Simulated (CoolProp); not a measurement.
Acetone along the isobar 6.1 bar: Z from the reference equation and from simpler models built on Tc = 508.1 K, pc = 46.92 bar, ω = 0.307; each cubic takes its own stable root.

Values from CoolProp's reference Helmholtz-energy equation of state, Lemmon 2006. It is a short technical equation, of lower accuracy than the large ones.

```
T (K)   phase  reference  van der Waals  Redlich-Kwong  Soave-Redlich-Kwong  Peng-Robinson
-----  ------  ---------  -------------  -------------  -------------------  -------------
191.7  liquid    0.02472        0.04935        0.03312              0.03265        0.02914
209.4  liquid    0.02312        0.04592        0.03084              0.03030            ___
227.1  liquid    0.02178        0.04307        0.02895              0.02835        0.02525
244.8  liquid    0.02065        0.04068        0.02739              0.02673        0.02378
262.5  liquid    0.01970        0.03868        0.02610              0.02537        0.02255
280.3  liquid        ___        0.03699        0.02502              0.02423        0.02152
298    liquid    0.01821        0.03559        0.02414              0.02329        0.02066
315.7  liquid    0.01763        0.03443        0.02343              0.02252        0.01995
333.4  liquid    0.01716         0.8848        0.02288              0.02191        0.01938
351.1  liquid        ___         0.8991        0.02249              0.02144        0.01895
```

**Question.** What belongs in the gaps?

**Answer.** 
- 209.4, Peng-Robinson: 0.02701
- 280.3, reference: 0.01889
- 351.1, reference: 0.01679

At some of these states van der Waals gives the other phase, because its saturation line lies elsewhere.
